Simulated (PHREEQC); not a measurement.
Dissolve 0.00046 mol HI per kg of water at 25 °C. Closed to the air; pH follows from the charge balance.

Model: ion-association model, wateq4f.dat, run in PHREEQC.

```yaml
pH: 3.35
ionic_strength: 0.000460 mol/kgw
total_alkalinity: -0.460 meq/kg
```

```
species  molality  activity   log γ
-------  --------  --------  ------
H+       0.000460  0.000449  -0.010
I-       0.000460  0.000449  -0.011
```

Precipitation was switched off in this run.
